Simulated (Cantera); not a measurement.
An adiabatic, constant-pressure homogeneous reactor starts with CO : H2 : CH4 : O2 : N2 = 1 : 0.044 : 0.25 : 0.601 : 2.26 (molar parts), at 1750 K and 0.987 atm. Integrator tolerance rtol = 1e-08.

Model: GRI-Mech 3.0 (53 species, 325 reactions), integrated in Cantera.

Problem. What does this change do: 0.18 parts CO2 added?

Solution. 
| quantity | before | after |
|---|---|---|
| time of steepest temperature rise | 0.116 ms | 0.122 ms |
| temperature at 0.400 s | 2852 K | 2799 K |
| equilibrium temperature | 2852 K | 2799 K |
| x(CO) at 0.400 s | 0.203 (gas-phase equilibrium 0.203) | 0.202 (gas-phase equilibrium 0.202) |
| x(H2) at 0.400 s | 0.0263 (gas-phase equilibrium 0.0263) | 0.0210 (gas-phase equilibrium 0.0210) |
| x(CH4) at 0.400 s | <1e-12 (gas-phase equilibrium <1e-12) | <1e-12 (gas-phase equilibrium <1e-12) |
| x(HCN) at 0.400 s | 1.49e-8 (gas-phase equilibrium 1.49e-8) | 1.00e-8 (gas-phase equilibrium 1.00e-8) |
| x(H) at 0.400 s | 0.0160 (gas-phase equilibrium 0.0160) | 0.0119 (gas-phase equilibrium 0.0119) |
| x(NO) at 0.400 s | 0.00637 (gas-phase equilibrium 0.00637) | 0.00612 (gas-phase equilibrium 0.00612) |
| x(CH2O) at 0.400 s | 2.15e-9 (gas-phase equilibrium 2.15e-9) | 1.71e-9 (gas-phase equilibrium 1.71e-9) |
